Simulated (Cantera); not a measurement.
A Cantera script and what it prints.

```python
import numpy as np
import cantera as ct

gas_names = """
    Electron C C+ C- CN CN+ CN- C2 C2+ C2- CCN CNC C2N2 C3 C4 C4N2 C5 N N+ N- N2 N2+ N2- Si Si+ SiC SiC2
    SiN Si2 Si2C Si2N Si3
""".split()
cond_names = """
    C(gr) Si(cr) Si(L) SiC(b) Si3N4(a)
""".split()


# ... load() reads the species with a 1 bar reference pressure and builds the phases ...
atoms = {
    'SiC': {'Si': 1, 'C': 1},
    'C': {'C': 1},
    'N2': {'N': 2},
    'Si': {'Si': 1},
}
top_T = {'C(gr)': 4500, 'SiC(b)': 3050, 'Si3N4(a)': 2400}  # K; cautious upper limits of use, not melting points


# ... equilibrate(T, P, feed) seeds the gas with the atoms and calls Mixture.equilibrate('TP', solver="vcs", rtol=1e-11, max_steps=5000) ...
results = []
feed = {'SiC': 1, 'C': 0.19, 'N2': 0.27, 'Si': 0.17}  # mol
P = 160  # Pa
for T in [2500, 3000, 3500, 4000, 4500, 5000]:
    mix = equilibrate(T, P, feed)
    results.append((T, P, feed, dict(zip(mix.species_names, mix.species_moles))))

top = {s: max(r[3][s] / sum(r[3][g] for g in gas_names) for r in results) for s in gas_names}
cols = sorted((s for s in top if top[s] > 1e-06), key=lambda s: -top[s])[:6]
seen = [c for c in cond_names if any(r[3].get(c, 0) > 1e-12 for r in results)]
print("log10 of partial pressures in bar; condensed amounts in mol")
print(f"{'T/K':>10s}" + "".join(f"{s[:9]:>10s}" for s in cols + seen))
for T, P, feed, n in results:
    ng = sum(n[g] for g in gas_names)
    print(f"{T:10.4g}" + "".join(f"{np.log10(max(n[s] / ng * P / 1e5, 1e-99)):10.3f}" for s in cols)
          + "".join(f"{n.get(c, 0):10.4g}" for c in seen))
```

Output:

```
log10 of partial pressures in bar; condensed amounts in mol
       T/K        Si         C      SiC2        N2         N        C3     C(gr)
      2500    -3.034    -6.779    -3.620    -3.496    -8.282    -6.304    0.6931
      3000    -3.102    -4.436    -3.458    -3.609    -6.661    -3.930         0
      3500    -3.091    -3.398    -4.554    -3.796    -5.552    -4.147         0
      4000    -3.146    -3.172    -6.543    -3.854    -4.678    -5.974         0
      4500    -3.174    -3.165    -8.408    -3.972    -4.032    -7.900         0
      5000    -3.227    -3.187    -9.985    -4.389    -3.674    -9.526         0
```

These are equilibrium values from Cantera (NASA tables, ideal gas, pure condensed phases), not measurements of a reactor. The tables' values for SiN are old estimates; treat these amounts as uncertain.
